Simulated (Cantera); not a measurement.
Charge: 1 mol Fe3O4, 700 mol H2, equilibrated at 1875 K and 133 Pa.

Cantera equilibrium calculation (NASA polynomials, part measured and part estimated; ideal gas, pure solids and liquids). Candidate condensed phases: Fe, FeO, Fe(OH)2, Fe(OH)3, Fe2O3, Fe3O4, H2O; 12 gas species. Rates play no part.

Base state: H2 0.972, H 0.0177, H2O 0.00563, Fe 0.00423 (mole fractions); condensed: gas only.

**Question.** What changes in the equilibrium state with this change: temperature from 1875 K to 873.15 K?

**Answer.** 
```json
[
 {"species": "H2", "before": "0.972", "after": "0.994"},
 {"species": "H2O", "before": "0.00563", "after": "0.00571"},
 {"species": "H", "before": "0.0177", "after": "1.28e-9"},
 {"species": "Fe", "before": "0.00423", "after": "<1e-9"},
 {"species": "Fe(α), mol", "before": "0", "after": "3.00"}
]
```

**Question.** What changes in the equilibrium state with this change: Fe3O4 replaced by Nb2O5?

**Answer.** 
```
species       before     after
-----------  -------  --------
H2             0.972     0.978
H             0.0177    0.0178
H2O          0.00563   0.00406
Fe           0.00423         0
NbO2               0  0.000180
NbO                0   1.10e-5
NbO(s), mol        0      1.86
```
NbO: taken at fixed stoichiometry. Further candidate phases: Nb, NbO, NbO2, Nb2O5.

**Question.** What changes in the equilibrium state with this change: temperature from 1875 K to 698.15 K?

**Answer.** 
```csv
species,before,after
H2,0.972,0.994
H2O,0.00563,0.00571
H,0.0177,<1e-9
Fe,0.00423,<1e-9
"Fe(α), mol",0,3.00
```
